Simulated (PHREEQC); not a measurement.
1 kg of water holding 0.024 mol NaOH, 0.28 mol Na2SO4 and 0.021 mol NaCl is evaporated at 15 °C; the solids stay in contact with the brine. CO2 from the air is kept out. Solids allowed: Halite, Mirabilite, Thenardite. Others were left out.

The series has 28 steps of water left (kg), from 1 to 0.005012.

Model: Pitzer model, pitzer.dat, run in PHREEQC.

Which solids form, in which order, and at which step of the series does each first stand?

Mirabilite from water left = 0.308 kg (pH 12.98), last present at water left = 0.007356 kg; Thenardite from water left = 0.007356 kg (pH 14.96); Halite from water left = 0.005012 kg (pH 15.34).

Species that the database lacks are ignored.
